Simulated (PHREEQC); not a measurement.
KOH is added in steps, without added water, to 1 kg of water holding 0.23 mol HF, 0.00057 mol NH4F and 6.4e-06 mol H4SiO4, at 54 °C. Oxygen is held at 0.21 atm. No CO2 enters from the air. Only these solids could form: Chalcedony.

Base run: PHREEQC, ion-association model, wateq4f.dat. Each further column changes one thing. The table gives pH.

```csv
KOH added (mol),base,Debye-Hückel limiting law,Davies equation for every ion,all activity coefficients set to 1,metal-ligand complexes left out
0,1.99,1.99,1.99,1.99,1.99
0.0225,2.38,2.38,2.38,2.44,2.38
0.0375,2.58,2.57,2.59,2.66,2.58
0.06,2.83,2.81,2.84,2.94,2.83
0.0825,3.04,3.02,3.05,3.17,3.04
0.0975,3.18,3.15,3.19,3.31,3.18
0.12,3.38,3.34,3.39,3.52,3.38
0.1425,3.59,3.54,3.61,3.74,3.59
0.1575,3.74,3.69,3.76,3.90,3.74
0.18,4.00,3.94,4.02,4.17,4.00
0.2025,4.36,4.28,4.38,4.53,4.36
0.2175,4.76,4.68,4.79,4.93,4.76
0.24,10.98,10.89,11.01,11.15,10.98
```

wateq4f.dat counts part of the HF as a dimer, H2F2, which phreeqc.dat doesn't know; its constant is uncertain. Constants without temperature data keep their 25 °C values here. SiF6-2 is the database's only silicon fluoride.
